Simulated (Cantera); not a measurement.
Charge: 1 mol trisilylamine, 5.2 mol NH3, 0.99 mol N2, held at 1102 °C and 26.0 Pa.

Method: chemical equilibrium by Gibbs-energy minimisation in Cantera with the NASA 1993 tables (ideal gas, pure condensed phases). Candidate condensed phases: Si, Si3N4; 18 gas species. The feed counts by its element totals alone. The numbers say what is thermodynamically allowed, not how fast it happens.

Base state: H2 0.855, N2 0.145, H 0.000196 (mole fractions); condensed: Si3N4(s).

Task: What changes in the equilibrium state with this change: temperature from 1102 °C to 1650 °C?

Result: 
| species | before | after |
|---|---|---|
| H2 | 0.855 | 0.659 |
| N2 | 0.145 | 0.227 |
| Si | 3.06e-7 | 0.0652 |
| H | 0.000196 | 0.0474 |
| Si2 | <1e-9 | 0.000557 |
| Si2N | 1.07e-9 | 0.000223 |
| Si3N4(s), mol | 1.000 | 0 |
| Si(l), mol | 0 | 1.77 |
The tables' values for SiN are old estimates; treat these amounts as uncertain. Gases not in the tables: Si2H6 and higher silanes.
